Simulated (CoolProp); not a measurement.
R245fa at 434.6 K and 0.305 MPa is throttled through a valve to 0.191 MPa with no heat exchange. Each further row changes one setting.

Values from CoolProp's reference Helmholtz-energy equation of state, Akasaka 2015.

| case | temperature change (K) | final density (kg/m³) |
|---|---|---|
| as stated | … | … |
| outlet pressure 0.0573 MPa | -2.0 | 2.15 |
| outlet pressure 0.248 MPa | … | … |

**Question.** Some entries are withheld; supply them.

**Answer.** 
- as stated, temperature change (K): -0.9
- as stated, final density (kg/m³): 7.22
- outlet pressure 0.248 MPa, temperature change (K): -0.5
- outlet pressure 0.248 MPa, final density (kg/m³): 9.41
